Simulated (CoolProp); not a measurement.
A Linde-Hampson liquefier for ethylene: isothermal reversible compression at 290 K from 1 atm to 20 MPa, throttling to 1 atm, return gas leaving the recuperator 2 K below the feed. Each further row changes one setting.

The numbers come from the reference Helmholtz-energy equation of state, Smukala 2000 in CoolProp.

```csv
case,liquid yield per pass,compression work (kJ/kg of gas)
as stated,0.506,350
high pressure 40 MPa,0.499,395
warm-end temperature 320 K,0.414,418
warm-end gap 7 K,0.500,350
```
